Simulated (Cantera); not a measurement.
# Ammonia decomposition in nitride growth gas

A perfectly stirred reactor is fed with 7.69 % NH₃, 92.3 % N₂, at 1.60 bar; it is held at 2200 K, and followed from long to short residence time.

Computed with Cantera and the gas-phase N/H chemistry of the illustrative SiF4/NH3 mechanism in the Surface Chemkin manual (1991). Walls and surfaces, which speed up NH3 decomposition in real reactors, are not modelled.

```csv
τ (s),x NH₃,x H,x NH₂,x N,x NH,x N₂,x N₂H₂
2.8,0.000156,0.00136,6.16e-6,1.48e-6,1.95e-6,0.892,5.46e-10
0.77,0.000400,0.00115,1.34e-5,2.30e-6,3.59e-6,0.892,2.21e-9
0.21,0.00140,0.000807,3.32e-5,2.81e-6,6.23e-6,0.893,9.79e-9
0.058,0.00494,0.000531,8.07e-5,3.09e-6,1.02e-5,0.895,4.04e-8
0.016,0.0151,0.000332,0.000179,3.25e-6,1.54e-5,0.899,1.43e-7
0.0043,0.0360,0.000178,0.000344,3.00e-6,2.04e-5,0.907,3.87e-7
0.0012,0.0582,7.95e-5,0.000532,2.05e-6,2.11e-5,0.916,6.75e-7
0.00032,0.0708,2.97e-5,0.000705,7.55e-7,1.64e-5,0.921,8.06e-7
```
x: mole fraction; the columns are a selection and need not sum to one.
